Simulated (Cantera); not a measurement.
Input: 1 mol TiO₂, 1.4 mol C, 3.3 mol H₂, 15 mol CO, at 0.250 bar.

Points: T (K) = 1125, 1225, 1325, 1425, 1525, 1625, 1725.

Cantera's Mixture.equilibrate('TP', solver="vcs", rtol=1e-11, max_steps=5000) on the NASA tables stopped like this:

```
*******************************************************************************
CanteraError thrown by VCS_SOLVE::solve_tp_inner:
vcs_solve_TP: ERROR on step change wt[6:Ti4O7(s)]: -6.938893903907228e-18 < 0.0
*******************************************************************************
```

Question: What got this run through?

Answer: One answer among several that fit: The failure is numerical, not chemical. The same input converged with solver="gibbs", rtol=1e-10, max_steps=50000, and the result passed a check of the equilibrium conditions:
```
log10 of partial pressures in bar; condensed amounts in mol
       T/K        CO        H2       CO2       H2O       CH4         H     C(gr)    TiC(s)  TiO2(ru)  Ti2O3(b)  Ti3O5(b)  Ti4O7(s)
      1125    -0.695    -1.347    -2.622    -3.234    -4.235    -8.026     1.611         0         1         0         0         0
      1225    -0.690    -1.347    -3.253    -3.743    -4.576    -7.180     1.452         0         1         0         0         0
      1325    -0.688    -1.352    -3.788    -4.183    -4.878    -6.463     1.166         0         0         0         0      0.25
      1425    -0.687    -1.354    -4.248    -4.558    -5.132    -5.843     1.072         0         0         0    0.3333         0
      1525    -0.684    -1.369    -4.491    -4.747    -5.529    -5.311         0    0.4014         0         0    0.1995         0
      1625    -0.683    -1.370    -4.513    -4.707    -6.045    -4.837         0    0.3615         0    0.3192         0         0
      1725    -0.683    -1.370    -4.534    -4.674    -6.497    -4.416         0    0.3615         0    0.3192         0         0
```

The gas is ideal and each condensed phase is pure. Mutual solubility and eutectic melting of coexisting phases are not modelled. TiC: taken at fixed stoichiometry. Condensed phases not in the tables: Magnéli phases beyond Ti4O7.
